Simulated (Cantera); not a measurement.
Input (Python, Cantera):

```python
import numpy as np
import cantera as ct

gas = ct.Solution("h2o2.yaml")
gas.TPX = 1400, 430, {'H2': 0.033, 'O2': 1}
reactor = ct.IdealGasConstPressureReactor(gas, energy="off", clone=False)
net = ct.ReactorNet([reactor])
net.rtol, net.atol = 1e-08, 1e-18
show = ['H2', 'O2', 'H2O', 'OH', 'HO2', 'O', 'H']
times = np.geomspace(0.0003, 2, 10)

steps = ct.SolutionArray(gas, extra=["t"])
rows = []
print(f"{'t/s':>10s}{'T/K':>9s}{'P/Pa':>11s}" + "".join(f"{s:>11s}" for s in show))
for t in times:
    while net.time < t:
        t_next = net.step()
        steps.append(gas.state, t=t_next)
    rows.append([np.interp(t, steps.t, y) for y in (steps.T, steps.P, *steps(*show).X.T)])
    print(f"{t:10.3e}{rows[-1][0]:9.1f}{rows[-1][1]:11.4g}" + "".join(f"{x:11.3e}" for x in rows[-1][2:]))
rate = np.gradient(steps.T, steps.t)
print("integrator steps:", len(steps.t))
if steps.T.max() > steps.T[0] + 200:
    print(f"time of steepest temperature rise: {steps.t[rate.argmax()]:.4e} s")
gas.TPX = 1400, 430, {'H2': 0.033, 'O2': 1}
gas.equilibrate("TP")
print(f"equilibrium (TP): T = {gas.T:.1f} K  " + "  ".join(f"{s} {gas[s].X[0]:.3e}" for s in show))
```

Result:

```
       t/s      T/K       P/Pa         H2         O2        H2O         OH        HO2          O          H
 3.000e-04   1400.0        430  3.195e-02  9.681e-01  3.091e-08  6.319e-08  6.991e-08  7.007e-08  3.086e-08
 7.980e-04   1400.0        430  3.194e-02  9.681e-01  4.515e-07  4.183e-07  1.857e-07  4.942e-07  1.437e-07
 2.123e-03   1400.0        430  3.191e-02  9.680e-01  2.687e-05  1.795e-05  4.905e-07  2.163e-05  5.727e-06
 5.646e-03   1400.0        430  3.832e-03  9.436e-01  2.307e-02  6.505e-03  5.120e-07  1.945e-02  3.582e-03
 1.502e-02   1400.0        430  3.667e-04  9.394e-01  2.831e-02  3.966e-03  4.060e-07  2.542e-02  2.579e-03
 3.995e-02   1400.0        430  3.600e-04  9.399e-01  2.838e-02  3.931e-03  4.032e-07  2.491e-02  2.503e-03
 1.063e-01   1400.0        430  3.430e-04  9.413e-01  2.857e-02  3.840e-03  3.957e-07  2.362e-02  2.315e-03
 2.827e-01   1400.0        430  3.025e-04  9.446e-01  2.899e-02  3.612e-03  3.763e-07  2.060e-02  1.892e-03
 7.519e-01   1400.0        430  2.215e-04  9.509e-01  2.982e-02  3.101e-03  3.293e-07  1.477e-02  1.157e-03
 2.000e+00   1400.0        430  1.120e-04  9.591e-01  3.090e-02  2.214e-03  2.364e-07  7.265e-03  4.031e-04
integrator steps: 715
equilibrium (TP): T = 1400.0 K  H2 2.286e-07  O2 9.675e-01  H2O 3.241e-02  OH 1.006e-04  HO2 4.143e-08  O 1.429e-05  H 3.570e-08
```

Cantera simulation using the H2/O2 subset of GRI-Mech 3.0, which has no nitrogen chemistry; the numbers are that mechanism's predictions, not measurements. Radical loss at walls, strong at low pressure, is not modelled.
